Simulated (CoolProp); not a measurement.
The numbers come from the reference Helmholtz-energy equation of state, Rui 2013 in CoolProp.

Question: For R236EA, give the phase and the speed of sound (m/s), conductivity (mW/(m K)), Prandtl number at 408.5 K and 37.1 kPa; 399.1 K and 10.1 kPa.

Answer: 
- 408.5 K and 37.1 kPa: gas; speed of sound 153, conductivity 22.7, Prandtl number 0.667
- 399.1 K and 10.1 kPa: gas; speed of sound 152, conductivity 22.0, Prandtl number 0.664

Viscosity comes from a separate model (Huber 2003), an estimate that may be off by 10 % or more. Thermal conductivity comes from a separate model (Huber 2003), an estimate that may be off by 10 % or more.
